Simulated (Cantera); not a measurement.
Input: 1 mol acetone, 1.3 mol H2O, 3.9 mol N2, equilibrated at 2375 K.

These are equilibrium values from Cantera (NASA tables, ideal gas, pure condensed phases), not measurements of a reactor. Candidate condensed phases: C, C6H6, C7H8, C8H18, H2O; 136 gas species. The feed counts by its element totals alone. The ideal-gas law is rough above about 30 bar. Rates play no part.

Problem. What share of the C ends up in condensed phases as a function of P (Pa), at 10, 72, 520, 3700, 27000, 190000, 1400000, 10000000?

Solution. 
```
P (Pa)    C condensed (%)           as
--------  ---------------  -----------
10                   16.6  C(graphite)
72                   15.7  C(graphite)
520                  14.8  C(graphite)
3700                 14.4  C(graphite)
27000                14.3  C(graphite)
190000               14.2  C(graphite)
1400000              14.0  C(graphite)
10000000             13.2  C(graphite)
```
